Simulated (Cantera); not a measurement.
Source: NASA polynomial tables (part measured, part estimated), evaluated in Cantera. Values are per mole of reaction as written; species without (g) are pure solids or liquids, kept so even where they would boil at 1 bar. The tables' values for SiF2 are old estimates.

Si3N4 + 2 NF3(g) ⇌ 3 SiF2(g) + 6 N(g), with ΔH° = 2080.7 kJ and ΔS° = 1055.3 J/K at 300 K.

**Question.** How far is the shortcut ΔG° ≈ ΔH°(300 K) − T·ΔS°(300 K) from the full temperature-dependent value at 650, 750, 850, 950, 1050, 1150, 1250, 1350, 1450, 1550 K?

**Answer.** 
| T (K) | shortcut (kJ) | full (kJ) | difference (kJ) | difference in log10 K |
|---|---|---|---|---|
| 650 | 1394.8 | 1389.4 | 5.4 | -0.44 |
| 750 | 1289.3 | 1281.7 | 7.6 | -0.53 |
| 850 | 1183.8 | 1174.0 | 9.7 | -0.60 |
| 950 | 1078.2 | 1066.5 | 11.7 | -0.64 |
| 1050 | 972.7 | 959.3 | 13.4 | -0.67 |
| 1150 | 867.2 | 852.4 | 14.8 | -0.67 |
| 1250 | 761.6 | 745.7 | 15.9 | -0.67 |
| 1350 | 656.1 | 639.4 | 16.7 | -0.65 |
| 1450 | 550.6 | 533.4 | 17.2 | -0.62 |
| 1550 | 445.1 | 427.7 | 17.4 | -0.59 |
The shortcut ignores the heat-capacity change of the reaction.
